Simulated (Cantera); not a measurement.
Input (Python, Cantera):

```python
import numpy as np
import cantera as ct

gas = ct.Solution("h2o2.yaml")
gas.TPX = 1100, 26000, {'H2': 1.6, 'O2': 1.3, 'N2': 5.5}
reactor = ct.IdealGasConstPressureReactor(gas, energy="off", clone=False)
net = ct.ReactorNet([reactor])
net.rtol, net.atol = 1e-08, 1e-18
show = ['H2', 'O2', 'HO2', 'O', 'H', 'H2O']
times = np.geomspace(2e-05, 60, 15)

steps = ct.SolutionArray(gas, extra=["t"])
rows = []
print(f"{'t/s':>10s}{'T/K':>9s}{'P/Pa':>11s}" + "".join(f"{s:>11s}" for s in show))
for t in times:
    while net.time < t:
        t_next = net.step()
        steps.append(gas.state, t=t_next)
    rows.append([np.interp(t, steps.t, y) for y in (steps.T, steps.P, *steps(*show).X.T)])
    print(f"{t:10.3e}{rows[-1][0]:9.1f}{rows[-1][1]:11.4g}" + "".join(f"{x:11.3e}" for x in rows[-1][2:]))
rate = np.gradient(steps.T, steps.t)
print("integrator steps:", len(steps.t))
if steps.T.max() > steps.T[0] + 200:
    print(f"time of steepest temperature rise: {steps.t[rate.argmax()]:.4e} s")
gas.TPX = 1100, 26000, {'H2': 1.6, 'O2': 1.3, 'N2': 5.5}
gas.equilibrate("TP")
print(f"equilibrium (TP): T = {gas.T:.1f} K  " + "  ".join(f"{s} {gas[s].X[0]:.3e}" for s in show))
```

It prints:

```
       t/s      T/K       P/Pa         H2         O2        HO2          O          H        H2O
 2.000e-05   1100.0    2.6e+04  1.905e-01  1.548e-01  1.432e-09  2.947e-10  1.937e-09  9.881e-10
 5.803e-05   1100.0    2.6e+04  1.905e-01  1.548e-01  6.007e-09  4.058e-09  2.361e-08  2.591e-08
 1.684e-04   1100.0    2.6e+04  1.905e-01  1.548e-01  1.369e-06  2.375e-06  1.368e-05  1.749e-05
 4.886e-04   1100.0    2.6e+04  1.543e-02  7.389e-02  2.803e-05  5.232e-03  2.235e-02  1.766e-01
 1.418e-03   1100.0    2.6e+04  1.243e-03  6.614e-02  1.756e-05  2.493e-04  2.021e-04  2.087e-01
 4.114e-03   1100.0    2.6e+04  1.683e-04  6.582e-02  5.385e-06  2.383e-05  6.576e-06  2.103e-01
 1.194e-02   1100.0    2.6e+04  2.055e-05  6.578e-02  9.681e-07  3.293e-06  3.484e-07  2.105e-01
 3.464e-02   1100.0    2.6e+04  2.023e-06  6.578e-02  1.511e-07  5.958e-07  2.185e-08  2.105e-01
 1.005e-01   1100.0    2.6e+04  2.586e-07  6.579e-02  3.194e-08  1.437e-07  2.190e-09  2.105e-01
 2.917e-01   1100.0    2.6e+04  6.011e-08  6.579e-02  9.234e-09  4.209e-08  3.325e-10  2.105e-01
 8.463e-01   1100.0    2.6e+04  1.803e-08  6.579e-02  3.318e-09  1.360e-08  6.070e-11  2.105e-01
 2.456e+00   1100.0    2.6e+04  6.172e-09  6.579e-02  1.769e-09  4.700e-09  1.268e-11  2.105e-01
 7.126e+00   1100.0    2.6e+04  2.789e-09  6.579e-02  1.611e-09  1.918e-09  3.756e-12  2.105e-01
 2.068e+01   1100.0    2.6e+04  2.160e-09  6.579e-02  1.721e-09  1.292e-09  2.412e-12  2.105e-01
 6.000e+01   1100.0    2.6e+04  2.135e-09  6.579e-02  1.730e-09  1.264e-09  2.358e-12  2.105e-01
integrator steps: 1947
equilibrium (TP): T = 1100.0 K  H2 2.135e-09  O2 6.579e-02  HO2 1.730e-09  O 1.264e-09  H 2.358e-12  H2O 2.105e-01
```

Model: the H2/O2 subset of GRI-Mech 3.0, which has no nitrogen chemistry, integrated in Cantera. The temperature is held fixed by assumption; the heat of reaction is taken as removed at once.
